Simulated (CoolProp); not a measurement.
Saturation properties of C3F8 (R218).

The numbers come from the reference Helmholtz-energy equation of state, Lemmon 2006 in CoolProp. It is a short technical equation, of lower accuracy than the large ones.

```csv
T (K),p (kPa),liquid density (kg/m³),vapour density (kg/m³),enthalpy of vaporisation (kJ/kg),liquid cp (kJ/(kg K))
186.4,5.022,1795,0.6135,121.6,0.8767
190.5,6.905,1780,0.8268,120.4,0.8839
194.5,9.277,1766,1.090,119.1,0.8911
198.6,12.37,1751,1.427,(withheld),0.8986
202.7,16.27,1737,1.844,116.5,0.9062
206.7,20.99,1723,2.340,115.3,0.9138
210.8,26.94,1708,2.954,113.9,0.9217
214.8,33.98,1693,3.670,112.6,0.9296
218.9,42.66,1678,4.542,(withheld),0.9378
223,53.03,1663,5.569,109.9,0.9462
227,(withheld),1648,6.740,108.5,0.9546
231.1,79.35,1632,8.132,107.0,0.9634
235.2,96.11,(withheld),9.742,105.6,0.9725
239.2,115.0,1600,(withheld),104.1,0.9815
243.3,137.3,1584,(withheld),102.6,0.9911
```

Q: Complete the blanks.

A: 
- 198.6, enthalpy of vaporisation (kJ/kg): 117.8
- 218.9, enthalpy of vaporisation (kJ/kg): 111.3
- 227, p (kPa): 64.98
- 235.2, liquid density (kg/m³): 1616
- 239.2, vapour density (kg/m³): 11.54
- 243.3, vapour density (kg/m³): 13.65

It boils at 236.4 K under 1 atm.
